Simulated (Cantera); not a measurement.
## Adiabatic ignition

An adiabatic, constant-pressure homogeneous reactor starts with C3H8 : O2 : N2 = 1 : 5.62 : 21.1 (molar parts), equivalence ratio 0.89, at 1298 K and 2550 Torr.

Detailed kinetics in Cantera: GRI-Mech 3.0 (53 species, 325 reactions). GRI-Mech 3.0 was tuned for natural gas; its chemistry of propane as a main component is partial and can be far from experiment.

```tsv
t (s)	T (K)	x C3H8	x O2	x CO2	x HCO	x CO	x C2H2
8.00e-6	1298	0.0360	0.203	1.78e-9	1.69e-11	9.58e-9	1.07e-10
2.26e-5	1297	0.0359	0.203	6.03e-8	5.31e-10	4.37e-7	3.72e-9
6.41e-5	1298	0.0353	0.202	7.25e-7	4.52e-9	1.10e-5	9.62e-8
0.000181	1299	0.0334	0.201	3.43e-6	1.96e-8	0.000127	1.25e-6
0.000514	1340	0.0194	0.188	8.95e-5	1.27e-6	0.00454	5.75e-5
0.00145	2721	<1e-12	0.0294	0.0759	2.46e-8	0.0261	<1e-12
0.00412	2715	<1e-12	0.0274	0.0759	2.44e-8	0.0262	<1e-12
0.0117	2714	<1e-12	0.0273	0.0759	2.44e-8	0.0262	<1e-12
0.0330	2714	<1e-12	0.0273	0.0759	2.44e-8	0.0262	<1e-12
0.0934	2714	<1e-12	0.0273	0.0759	2.44e-8	0.0262	<1e-12
0.264	2714	<1e-12	0.0273	0.0759	2.44e-8	0.0262	<1e-12
0.749	2714	<1e-12	0.0273	0.0759	2.44e-8	0.0262	<1e-12
2.12	2714	<1e-12	0.0273	0.0759	2.44e-8	0.0262	<1e-12
6.00	2714	<1e-12	0.0273	0.0759	2.44e-8	0.0262	<1e-12
```
x: mole fraction; the columns are a selection and need not sum to one.

```yaml
time_of_steepest_temperature_rise: 0.557 ms
temperature at 6.00 s: 2714 K
equilibrium_temperature: 2714 K
x(C3H8) at 6.00 s: <1e-12 (gas-phase equilibrium <1e-12)
x(O2) at 6.00 s: 0.0273 (gas-phase equilibrium 0.0273)
x(CO2) at 6.00 s: 0.0759 (gas-phase equilibrium 0.0759)
```
